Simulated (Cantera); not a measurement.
Equilibrium for titanium nitride, carbide and oxide coatings: Ti(OiPr)₄ + N₂ + H₂O

A closed system holds: 1 mol Ti(OiPr)₄, 14 mol N₂, 0.44 mol H₂O, equilibrated at 1273 K and 1.00 bar.

Method: chemical equilibrium by Gibbs-energy minimisation in Cantera with the NASA 1993 tables (ideal gas, pure condensed phases). Candidate condensed phases: C, C₆H₆, C₇H₈, C₈H₁₈, H₂O, Ti, TiC, TiN, TiO, TiO₂, Ti₂O₃, Ti₃O₅, Ti₄O₇; 139 gas species. The feed counts by its element totals alone. Condensed phases not in the tables: Magnéli phases beyond Ti₄O₇. Rates play no part.

| Item | Result |
|---|---|
| x(H₂) | 0.461 |
| x(N₂) | 0.451 |
| x(CO) | 0.0861 |
| x(CH₄) | 0.00199 |
| x(H₂O) | 0.000471 |
| x(HCN) | 7.27e-5 |
| x(CO₂) | 5.32e-5 |
| x(NH₃) | 2.91e-5 |
| n(C(graphite)) | 9.26 mol |
| n(Ti₄O₇(s)) | 0.250 mol |
| gas amount | 31.05 mol |
| log10 activity of Ti₃O₅(s) (absent) | -0.09 |
| log10 activity of Ti₂O₃(s) (absent) | -0.46 |
| log10 activity of Ti(β) (absent) | -8.86 |
